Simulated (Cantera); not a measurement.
Charge: 1 mol C2H4, 0.0097 mol O2, 0.87 mol H2, equilibrated at 76.0 bar.

Cantera equilibrium calculation (NASA polynomials, part measured and part estimated; ideal gas, pure solids and liquids). Candidate condensed phases: C, C6H6, C7H8, C8H18, H2O; 110 gas species. The ideal-gas law is rough above about 30 bar. Equilibrium is a limit: real reactors are often held back by kinetics, nucleation or transport.

At 1125 K, list the 5 most abundant gas species with their mole fractions, and the condensed phases.

CH4 0.508, H2 0.481, H2O 0.00709, CO 0.00301, C2H6 0.000252. Condensed: C(graphite).
